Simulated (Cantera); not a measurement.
A perfectly stirred reactor is fed with NH₃ : H₂ = 1 : 3.6 (molar parts), at 0.290 bar; it is held at 1925 K, and followed from long to short residence time.

Detailed kinetics in Cantera: the gas-phase N/H chemistry of the illustrative SiF4/NH3 mechanism in the Surface Chemkin manual (1991). Walls and surfaces, which speed up NH3 decomposition in real reactors, are not modelled.

Problem. What does this change do: NH3 1 to 0.15 parts?

Solution. 
| quantity | before | after |
|---|---|---|
| x(NH₃) at τ = 0.420 s | 0.0970 | 0.0211 |
| x(H₂) at τ = 0.420 s | 0.853 | 0.969 |
| x(N₂) at τ = 0.420 s | 0.0493 | 0.00904 |
| x(N₂H₄) at τ = 0.420 s | 8.48e-9 | 1.01e-9 |
| x(N) at τ = 0.420 s | 4.00e-7 | 3.61e-7 |
| x(NH₃) at τ = 23.0 ms | 0.203 | 0.0385 |
| x(H₂) at τ = 23.0 ms | 0.790 | 0.960 |
| x(N₂) at τ = 23.0 ms | 0.00567 | 0.000678 |
| x(N₂H₄) at τ = 23.0 ms | 2.20e-8 | 1.84e-9 |
| x(N) at τ = 23.0 ms | 3.71e-7 | 2.64e-7 |

Problem. What does this change do: pressure from 0.290 bar to 0.580 bar?

Solution. 
```
quantity                 before    after
----------------------  -------  -------
x(NH₃) at τ = 0.420 s    0.0970   0.0712
x(H₂) at τ = 0.420 s      0.853    0.868
x(N₂) at τ = 0.420 s     0.0493   0.0599
x(N₂H₄) at τ = 0.420 s  8.48e-9  9.92e-9
x(N) at τ = 0.420 s     4.00e-7  3.35e-7
x(NH₃) at τ = 23.0 ms     0.203    0.193
x(H₂) at τ = 23.0 ms      0.790    0.797
x(N₂) at τ = 23.0 ms    0.00567  0.00995
x(N₂H₄) at τ = 23.0 ms  2.20e-8  3.88e-8
x(N) at τ = 23.0 ms     3.71e-7  3.43e-7
```
